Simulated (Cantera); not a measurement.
Feed: 1 mol Si₃N₄, a varied amount of Cl₂, at 750 Torr.

Cantera equilibrium calculation (NASA polynomials, part measured and part estimated; ideal gas, pure solids and liquids). Candidate condensed phases: Si, Si₃N₄; 13 gas species. The tables' values for SiCl₃ are old estimates. Rates play no part.

**Question.** What condenses at these points (T in K, n(Cl₂) in mol): (1748, 2.9); (2148, 2.9); (1448, 2.9); (1748, 2.3); (2148, 1.4); (2048, 13)?

**Answer.** 
```
T (K)  n(Cl₂) in mol  condensed phases  Si condensed (%)
-----  -------------  ----------------  ----------------
1748             2.9             Si₃N₄              36.0
2148             2.9                Si               6.8
1448             2.9             Si₃N₄              50.7
1748             2.3             Si₃N₄              49.2
2148             1.4                Si              54.7
2048              13          gas only               0.0
```
